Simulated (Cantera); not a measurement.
Input: 1 mol PbO, 8.6 mol CO, held at 2550 K and 33.0 Pa.

Equilibrium computed with Cantera from the NASA thermochemical tables; the gas is ideal and each condensed phase is pure. Candidate condensed phases: C, Pb, PbO, PbO2, Pb3O4; 15 gas species. Kinetics and transport are ignored.

Base state: CO 0.811, Pb 0.0964, O 0.0672, CO2 0.0204, O2 0.00438, PbO 0.000336 (mole fractions); condensed: gas only.

What changes in the equilibrium state with this change: temperature from 2550 K to 2073.15 K?


```csv
species,before,after
CO,0.811,0.793
Pb,0.0964,0.104
CO2,0.0204,0.102
O,0.0672,0.00107
O2,0.00438,0.000285
PbO,0.000336,0.000381
```
